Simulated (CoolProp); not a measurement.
Vapour-liquid equilibrium of ethanol (1) + o-xylene (2) at 356.8 K; x and y are mole fractions of (1).

Model: multi-fluid Helmholtz-energy mixture model, Schroeder 2014 and Zhou 2012; pair parameters Bell 2016, in CoolProp.

```
x     bubble pressure, mixture model (bar)  bubble pressure, Raoult's law (bar)  y, mixture model  y, Raoult's law
----  ------------------------------------  -----------------------------------  ----------------  ---------------
0.05                                0.4210                               0.2009             0.663            0.309
0.15                                0.7431                               0.3104             0.819            0.600
0.25                                0.8947                               0.4198             0.857            0.739
0.35                                0.9666                               0.5293             0.872            0.821
0.45                                 1.005                               0.6388             0.880            0.874
0.55                                 1.035                               0.7483             0.888            0.912
0.65                                 1.067                               0.8578             0.897            0.940
0.75                                 1.107                               0.9673             0.913            0.962
0.85                                 1.156                                1.077             0.937            0.980
0.95                                 1.212                                1.186             0.975            0.994
```

The largest gap from Raoult's law is +139.4 % in bubble pressure, at x = 0.15. No azeotrope shows between x = 0.05 and 0.95.

The pair parameters rest on a limited set of measurements; away from them the model extrapolates. With so large a gap from Raoult's law the liquid may split in two, which this calculation doesn't test in full.
